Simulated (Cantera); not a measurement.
Diamond growth

A diamond (100) surface in a fixed gas of H2 with x(CH4) = 0.011, x(H) = 0.0049, at 1073 K, 0.0110 bar; coverages are run to steady state.

Model: the Harris–Goodwin 1993 mechanism for the reconstructed diamond (100) surface, integrated in Cantera.

```csv
x(CH3),growth (µm/h),θ c6HH,θ c6H*,θ c6*H,θ c6**,θ c6HM
1e-06,0.00413,0.534,0.0251,0.425,0.0154,4.21e-5
2.1e-06,0.00868,0.534,0.0251,0.425,0.0154,8.84e-5
4.2e-06,0.0174,0.534,0.0251,0.425,0.0154,0.000177
8.7e-06,0.0359,0.534,0.0251,0.425,0.0154,0.000366
1.8e-05,0.0743,0.534,0.0251,0.424,0.0154,0.000757
3.7e-05,0.153,0.533,0.0251,0.424,0.0154,0.00155
7.6e-05,0.312,0.532,0.0250,0.423,0.0153,0.00318
0.00016,0.653,0.529,0.0249,0.421,0.0152,0.00665
0.00032,1.29,0.524,0.0246,0.416,0.0149,0.0131
```
θ: site fractions in the mechanism's names (c6HH fully hydrogenated, c6H* and c6*H radical sites, c6** diradical, c6HM methylated).
